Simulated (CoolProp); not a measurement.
Properties of normal hydrogen along the isotherm -254.15 °C (Tc = -240.0 °C, pc = 1296 kPa, ω = -0.219).

Computed with CoolProp (reference Helmholtz-energy equation of state, Leachman 2009).

```tsv
p (kPa)	phase	Z	cp (kJ/(kg K))	isothermal compressibility (1/MPa)	expansivity (1/kK)	conductivity (mW/(m K))	Prandtl number
20.5	gas	0.9791	10.61	49.85	55.39	15.0	0.663
30.9	gas	(withheld)	10.78	33.47	56.98	(withheld)	0.663
46.6	gas	0.9510	11.09	22.63	59.66	15.5	0.666
70.4	liquid	0.01242	9.052	0.01682	14.93	103	1.33
106	liquid	0.01868	9.039	0.01673	14.87	103	1.33
160	liquid	0.02818	9.019	0.01661	14.78	103	1.33
242	liquid	0.04256	8.990	0.01642	14.64	103	1.34
364	liquid	(withheld)	8.947	0.01615	14.44	104	1.34
550	liquid	0.09625	8.885	0.01576	14.15	104	1.34
830	liquid	(withheld)	8.796	0.01521	13.74	104	1.35
1250	liquid	0.2164	8.674	0.01447	13.19	105	1.36
1890	liquid	0.3243	8.510	0.01348	12.44	106	1.38
2850	liquid	0.4831	8.299	0.01226	(withheld)	107	(withheld)
4300	liquid	0.7168	(withheld)	0.01082	10.38	109	1.46
6480	liquid	1.057	7.746	(withheld)	9.119	111	1.53
```

**Question.** Fill in the missing entries.

**Answer.** 
- 30.9, Z: 0.9681
- 30.9, conductivity (mW/(m K)): 15.2
- 364, Z: 0.06389
- 830, Z: 0.1446
- 2850, expansivity (1/kK): 11.50
- 2850, Prandtl number: 1.41
- 4300, cp (kJ/(kg K)): 8.042
- 6480, isothermal compressibility (1/MPa): 0.009239

Viscosity comes from a separate model (Muzny 2013). Thermal conductivity comes from a separate model (Assael 2011).
